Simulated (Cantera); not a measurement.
A freely propagating, adiabatic, planar premixed flame of 19.3 % H2, 16.9 % O2, 63.7 % N2, equivalence ratio 0.57, unburnt at 325 K and 0.132 atm; mixture-averaged transport, grid criteria slope 0.08 and curve 0.16, no radiation.

Cantera simulation using the H2/O2 subset of GRI-Mech 3.0, which has no nitrogen chemistry; the numbers are that mechanism's predictions, not measurements. Burning velocities carry a grid error of a few per cent, more on coarse grids. Lean hydrogen flames are cellular in practice and burn faster than this planar one.

Predict: laminar burning velocity; thermal thickness; peak x(O); peak x(HO2); peak x(H2O2).


```json
{
 "laminar_burning_velocity": "113 cm/s",
 "thermal_thickness": "4.53 mm",
 "peak x(O)": "0.0100",
 "peak x(HO2)": "0.000120",
 "peak x(H2O2)": "3.29e-5"
}
```
